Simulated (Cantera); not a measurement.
What does this Cantera script print?

```python
import numpy as np
import cantera as ct

gas_names = """
    CL CL2 H HCL H2 Si SiCL SiCL2 SiCL3 SiCL4 SiH SiHCL3 SiH2 SiH2CL2 SiH3 SiH3CL SiH4 Si2 Si3
""".split()
cond_names = """
    Si(cr) Si(L)
""".split()


# ... load() reads the species with a 1 bar reference pressure and builds the phases ...
atoms = {
    'SiCl4': {'Si': 1, 'CL': 4},
    'H2': {'H': 2},
}
top_T = {}  # K; cautious upper limits of use, not melting points


# ... equilibrate(T, P, feed) seeds the gas with the atoms and calls Mixture.equilibrate('TP', solver="vcs", rtol=1e-11, max_steps=5000) ...
results = []
feed = {'SiCl4': 1, 'H2': 160}  # mol
P = 3700  # Pa
for T in [1498, 1523, 1548, 1573, 1598, 1623, 1648, 1673, 1698, 1723, 1748, 1773]:
    mix = equilibrate(T, P, feed)
    results.append((T, P, feed, dict(zip(mix.species_names, mix.species_moles))))
    x = sorted(zip(gas.X, gas.species_names), reverse=True)
    print(f"T = {T:g} K  P = {P:g} Pa  gas = {mix.phase_moles(0):.4g} mol")
    print("   x: " + "  ".join(f"{s} {v:.3e}" for v, s in x if v > 0.001))
    print("   condensed (mol): " + ("  ".join(f"{mix.phase(i).name} {mix.phase_moles(i):.4g}"
          for i in range(1, mix.n_phases) if mix.phase_moles(i) > 1e-12) or "none"))
```

Output:

```
T = 1498 K  P = 3700 Pa  gas = 162 mol
   x: H2 9.768e-01  HCL 2.157e-02  SiCL2 1.527e-03
   condensed (mol): Si(cr) 0.7486
T = 1523 K  P = 3700 Pa  gas = 162 mol
   x: H2 9.768e-01  HCL 2.153e-02  SiCL2 1.551e-03
   condensed (mol): Si(cr) 0.7451
T = 1548 K  P = 3700 Pa  gas = 162 mol
   x: H2 9.768e-01  HCL 2.149e-02  SiCL2 1.574e-03
   condensed (mol): Si(cr) 0.7416
T = 1573 K  P = 3700 Pa  gas = 162 mol
   x: H2 9.767e-01  HCL 2.145e-02  SiCL2 1.596e-03
   condensed (mol): Si(cr) 0.738
T = 1598 K  P = 3700 Pa  gas = 162 mol
   x: H2 9.767e-01  HCL 2.141e-02  SiCL2 1.616e-03
   condensed (mol): Si(cr) 0.7343
T = 1623 K  P = 3700 Pa  gas = 162 mol
   x: H2 9.766e-01  HCL 2.137e-02  SiCL2 1.636e-03
   condensed (mol): Si(cr) 0.7305
T = 1648 K  P = 3700 Pa  gas = 162 mol
   x: H2 9.765e-01  HCL 2.133e-02  SiCL2 1.655e-03
   condensed (mol): Si(cr) 0.7264
T = 1673 K  P = 3700 Pa  gas = 162.1 mol
   x: H2 9.764e-01  HCL 2.130e-02  SiCL2 1.674e-03
   condensed (mol): Si(cr) 0.7219
T = 1698 K  P = 3700 Pa  gas = 162.1 mol
   x: H2 9.762e-01  HCL 2.130e-02  SiCL2 1.670e-03
   condensed (mol): Si(L) 0.7204
T = 1723 K  P = 3700 Pa  gas = 162.1 mol
   x: H2 9.760e-01  HCL 2.139e-02  SiCL2 1.621e-03
   condensed (mol): Si(L) 0.7256
T = 1748 K  P = 3700 Pa  gas = 162.1 mol
   x: H2 9.757e-01  HCL 2.147e-02  SiCL2 1.575e-03  H 1.173e-03
   condensed (mol): Si(L) 0.7294
T = 1773 K  P = 3700 Pa  gas = 162.1 mol
   x: H2 9.753e-01  HCL 2.155e-02  SiCL2 1.530e-03  H 1.461e-03
   condensed (mol): Si(L) 0.7317
```

Method: chemical equilibrium by Gibbs-energy minimisation in Cantera with the NASA 1993 tables (ideal gas, pure condensed phases). The tables' values for SiCl, SiCl3 are old estimates; treat these amounts as uncertain. Gases not in the tables: Si2H6 and higher silanes.
